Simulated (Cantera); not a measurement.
Charge: 1 mol AlN, 3.1 mol N2, equilibrated at 2023.15 K.

Equilibrium computed with Cantera from the NASA thermochemical tables; the gas is ideal and each condensed phase is pure. Candidate condensed phases: Al, AlN; 5 gas species. Rates play no part.

Q: Which condensed phases are stable at each of these points (P (Pa)): 1, 5.60, 32, 180, 1000, 5600, 32000, 180000, 1000000?

A: 
| P (Pa) | condensed phases | Al condensed (%) |
|---|---|---|
| 1 | gas only | 0.0 |
| 5.60 | gas only | 0.0 |
| 32 | gas only | 0.0 |
| 180 | gas only | 0.0 |
| 1000 | AlN(s) | 89.5 |
| 5600 | AlN(s) | 99.3 |
| 32000 | AlN(s) | 99.9 |
| 180000 | AlN(s) | 100.0 |
| 1000000 | AlN(s) | 100.0 |

From 1.00 Pa to 1.80 mbar nothing is condensed. From 10.0 mbar to 10.0 bar the condensed part is AlN(s).
